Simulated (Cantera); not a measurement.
An adiabatic, constant-volume homogeneous reactor starts with C3H8 : O2 : N2 = 1 : 2.5 : 9.4 (molar parts), equivalence ratio 2.0, at 1250 K and 1.78 atm. Integrator tolerance rtol = 1e-08.

Model: GRI-Mech 3.0 (53 species, 325 reactions), integrated in Cantera. GRI-Mech 3.0 was tuned for natural gas; its chemistry of propane as a main component is partial and can be far from experiment.

Problem. What does this change do: constant pressure in place of constant volume?

Solution. 
```
quantity                                                              before                                      after
---------------------------------  -----------------------------------------  -----------------------------------------
time of steepest temperature rise                                    1.70 ms                                    1.88 ms
temperature at 0.200 s                                                2719 K                                     2395 K
equilibrium temperature                                               2719 K                                     2395 K
x(C3H8) at 0.200 s                     <1e-12 (gas-phase equilibrium <1e-12)      <1e-12 (gas-phase equilibrium <1e-12)
x(O2) at 0.200 s                     2.79e-5 (gas-phase equilibrium 2.79e-5)    3.58e-6 (gas-phase equilibrium 3.58e-6)
x(NO) at 0.200 s                   0.000322 (gas-phase equilibrium 0.000322)    6.69e-5 (gas-phase equilibrium 6.69e-5)
x(CH3) at 0.200 s                  1.83e-10 (gas-phase equilibrium 2.04e-10)  4.09e-11 (gas-phase equilibrium 4.58e-11)
x(C2H4) at 0.200 s                     <1e-12 (gas-phase equilibrium <1e-12)      <1e-12 (gas-phase equilibrium <1e-12)
```

Problem. What does this change do: pressure from 1.78 atm to 1.00 atm?

Solution. 
```
quantity                                                              before                                      after
---------------------------------  -----------------------------------------  -----------------------------------------
time of steepest temperature rise                                    1.70 ms                                    2.22 ms
temperature at 0.200 s                                                2719 K                                     2698 K
equilibrium temperature                                               2719 K                                     2698 K
x(C3H8) at 0.200 s                     <1e-12 (gas-phase equilibrium <1e-12)      <1e-12 (gas-phase equilibrium <1e-12)
x(O2) at 0.200 s                     2.79e-5 (gas-phase equilibrium 2.79e-5)    4.16e-5 (gas-phase equilibrium 4.16e-5)
x(NO) at 0.200 s                   0.000322 (gas-phase equilibrium 0.000322)  0.000380 (gas-phase equilibrium 0.000380)
x(CH3) at 0.200 s                  1.83e-10 (gas-phase equilibrium 2.04e-10)  7.54e-11 (gas-phase equilibrium 8.42e-11)
x(C2H4) at 0.200 s                     <1e-12 (gas-phase equilibrium <1e-12)      <1e-12 (gas-phase equilibrium <1e-12)
```
